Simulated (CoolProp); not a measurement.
Vapour-liquid equilibrium of CHF3 (R23) (1) + R13 (2) at -79.85 °C; x and y are mole fractions of (1).

Computed with CoolProp (multi-fluid Helmholtz-energy mixture model, Penoncello 2003 and Platzer 1990; pair parameters Bell 2016). This equation is an older, rougher fit; its heat capacities, sound speeds and derivatives of the liquid may be far off and weren't checked against measurements.

| x | bubble pressure (bar) | y at the bubble point | dew pressure at overall composition x (bar) | liquid density (mol/L) |
|---|---|---|---|---|
| 0.05 | 1.230 | 0.142 | 1.144 | 14.67 |
| 0.15 | 1.397 | 0.303 | 1.237 | 15.05 |
| 0.25 | 1.487 | 0.391 | 1.340 | 15.47 |
| 0.35 | 1.533 | 0.448 | 1.447 | 15.94 |
| 0.45 | 1.554 | 0.492 | 1.534 | 16.46 |
| 0.55 | 1.557 | 0.531 | 1.553 | 17.03 |
| 0.65 | 1.543 | 0.573 | 1.486 | 17.68 |
| 0.75 | 1.506 | 0.628 | 1.387 | 18.39 |
| 0.85 | 1.427 | 0.711 | 1.285 | 19.18 |
| 0.95 | 1.272 | 0.864 | 1.191 | 20.06 |

y crosses x between x = 0.45 and 0.55: the model has an azeotrope there.

The pair parameters rest on a limited set of measurements; away from them the model extrapolates.
